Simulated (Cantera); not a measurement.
Input (Python, Cantera):

```python
import numpy as np
import cantera as ct

gas = ct.Solution("gri30.yaml")
gas.TPX = 425, 100000, {'CH4': 1, 'CO': 0.042, 'O2': 2.43, 'N2': 9.16}
flame = ct.FreeFlame(gas, width=0.04)
flame.set_refine_criteria(ratio=3, slope=0.08, curve=0.16)
flame.transport_model = "mixture-averaged"
flame.solve(loglevel=0, auto=True)
flame.transport_model = "multicomponent"
flame.soret_enabled = False
flame.solve(loglevel=0, refine_grid=True)
z, T = flame.grid, flame.T
thick = (T[-1] - T[0]) / np.gradient(T, z).max()
show = ['CH4', 'CO', 'O2', 'C2H6', 'CO2', 'NO']
print(f"laminar burning velocity  {flame.velocity[0] * 100:.3f} cm/s")
print(f"burnt temperature         {T[-1]:.1f} K")
print(f"thermal thickness         {thick * 1e3:.4f} mm")
print(f"grid points               {len(z)}")
z0 = z[flame.heat_release_rate.argmax()]
print(f"{'z/mm':>9s}{'T/K':>9s}{'u/(m/s)':>9s}" + "".join(f"{s:>11s}" for s in show))
rows = []
for k in (-3, -2, -1.5, -1, -0.5, -0.25, 0, 0.25, 0.5, 1, 2, 4, 8):
    zz = z0 + k * thick
    rows.append([k * thick, np.interp(zz, z, T), np.interp(zz, z, flame.velocity),
                 *(np.interp(zz, z, flame.X[gas.species_index(s)]) for s in show)])
    print(f"{rows[-1][0] * 1e3:9.3f}{rows[-1][1]:9.1f}{rows[-1][2]:9.3f}" + "".join(f"{x:11.3e}" for x in rows[-1][3:]))
```

Output:

```
laminar burning velocity  57.121 cm/s
burnt temperature         2132.3 K
thermal thickness         0.4359 mm
grid points               143
     z/mm      T/K  u/(m/s)        CH4         CO         O2       C2H6        CO2         NO
   -1.308    425.1    0.572  7.912e-02  3.325e-03  1.923e-01  9.407e-09  1.615e-07  5.941e-11
   -0.872    426.7    0.574  7.897e-02  3.344e-03  1.920e-01  2.031e-07  3.174e-06  8.369e-10
   -0.654    433.6    0.584  7.850e-02  3.453e-03  1.913e-01  1.716e-06  2.468e-05  4.996e-09
   -0.436    489.0    0.662  7.539e-02  4.502e-03  1.872e-01  2.663e-05  3.387e-04  5.370e-08
   -0.218    864.2    1.182  5.439e-02  1.401e-02  1.574e-01  4.243e-04  5.171e-03  9.073e-07
   -0.109   1257.2    1.731  3.004e-02  2.678e-02  1.203e-01  6.079e-04  1.406e-02  2.266e-06
    0.000   1628.7    2.251  6.755e-03  3.824e-02  7.704e-02  6.546e-05  2.885e-02  4.501e-06
    0.109   1777.8    2.452  4.033e-04  3.317e-02  5.355e-02  1.845e-07  4.430e-02  7.188e-06
    0.218   1830.7    2.513  1.207e-05  2.438e-02  4.597e-02  1.172e-10  5.490e-02  9.158e-06
    0.436   1896.9    2.589  2.821e-08  1.585e-02  4.130e-02  2.963e-15  6.454e-02  1.192e-05
    0.872   1973.6    2.681  2.704e-13  1.077e-02  3.812e-02  6.533e-17  7.028e-02  1.609e-05
    1.744   2043.7    2.765  4.325e-17  7.266e-03  3.572e-02  5.967e-18  7.418e-02  2.227e-05
    3.487   2094.2    2.825  1.220e-17  4.265e-03  3.400e-02  1.127e-18  7.749e-02  3.076e-05
```

Detailed kinetics in Cantera: GRI-Mech 3.0 (53 species, 325 reactions). Burning velocities carry a grid error of a few per cent, more on coarse grids.
